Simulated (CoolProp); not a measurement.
Saturation properties of cis-2-butene (Tc = 162.6 °C, pc = 42.36 bar, ω = 0.202).

Model: reference Helmholtz-energy equation of state, Lemmon 2005, in CoolProp. It is a short technical equation, of lower accuracy than the large ones.

```csv
T (°C),p (bar),liquid density (kg/m³),vapour density (kg/m³),liquid cp (kJ/(kg K))
-30.15,0.2249,677.1,0.6338,2.055
-18.85,0.3915,665.0,1.062,2.085
-7.65,0.6424,652.7,1.683,2.120
3.65,1.010,640.2,2.568,2.159
14.85,1.520,627.4,3.765,2.202
26.15,2.217,614.1,5.369,2.251
37.35,3.125,600.4,7.439,2.304
48.65,4.302,586.1,10.11,2.365
59.85,5.768,571.3,13.46,2.432
71.15,7.596,555.6,17.69,2.510
82.35,9.799,539.0,22.92,2.600
93.65,12.47,521.0,29.52,2.708
104.85,15.60,501.6,37.74,2.842
116.15,19.33,479.9,48.32,3.022
```

It boils at 3.7 °C under 1 atm.
